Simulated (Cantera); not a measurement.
Nitride etching: Si3N4 + HF + N2

A closed system holds: 1 mol Si3N4, 12 mol HF, a varied amount of N2, equilibrated at 1.20 Torr.

Method: chemical equilibrium by Gibbs-energy minimisation in Cantera with the NASA 1993 tables (ideal gas, pure condensed phases). Candidate condensed phases: Si, Si3N4; 37 gas species. The tables' values for SiF2, SiF3 are old estimates. Equilibrium is a limit: real reactors are often held back by kinetics, nucleation or transport.

Stable condensed phases:

```
T in K \ n(N2) in mol
         0.49 0.98    2  3.9  7.8   16   31   63
   1623     A    A    A    A    A    A    A    A
   1548     A    A    A    A    A    A    A    A
   1473     A    A    A    A    A    A    A    A
   1398     A    A    A    A    A    A    A    A
   1323     A    A    A    A    A    A    A    A
   1248     A    A    A    A    A    A    A    B
   1173     A    B    B    B    B    B    B    B
   1098     B    B    B    B    B    B    B    B
   1023     B    B    B    B    B    B    B    B
    948     B    B    B    B    B    B    B    B
```

A: gas only; B: Si3N4.
